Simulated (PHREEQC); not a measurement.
A solution holds 80 mmol/kgw NiSO4, 8.2 mmol/kgw KCl and 0.036 mmol/kgw HCl, at 25 °C. Closed to the air; pH follows from the charge balance.

The numbers come from PHREEQC with the ion-association model, wateq4f.dat.

Each row changes one thing in this solution. No solid was allowed to form.

```tsv
case	pH	ionic strength (mol/kgw)	Cl- (mol/kgw)	K+ (mol/kgw)
as made	4.92	0.186	0.00796	0.00753
0.031 mol/kgw NaNO3 added	4.91	0.222	0.00796	0.00757
diluted 2-fold with water	5.11	0.101	0.00403	0.00386
NiSO4 left out	4.48	0.00824	0.00824	0.00820
HCl left out	6.03	0.186	0.00792	0.00753
temperature from 25 to 35 °C	4.97	0.183	0.00797	0.00744
diluted 10-fold with water	5.60	0.0245	0.000817	0.000802
```

Species that the database lacks are ignored. In wateq4f.dat the enthalpy of Ni(OH)2 has the wrong sign, so its saturation index can't be trusted away from 25 °C.
